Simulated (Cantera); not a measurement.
An isothermal, constant-pressure homogeneous reactor starts with H2 : O2 : N2 : H2O = 0.24 : 1 : 0.14 : 0.0085 (molar parts), equivalence ratio 0.12, at 1248 K and 0.00350 bar.

Cantera simulation using GRI-Mech 3.0 (53 species, 325 reactions); the numbers are that mechanism's predictions, not measurements. Radical loss at walls, strong at low pressure, is not modelled. The temperature is held fixed by assumption; the heat of reaction is taken as removed at once.

One state of this run: x H2 = 0.000368; x O2 = 0.691; x HO2 = 8.43e-7; x H2O2 = 5.08e-8; x NO = 8.26e-7. x: mole fraction; the columns are a selection and need not sum to one.

Which value of t (s) does it belong to?
A) 0.245
B) 1.10
C) 0.0545
D) 0.000600

B, 1.10
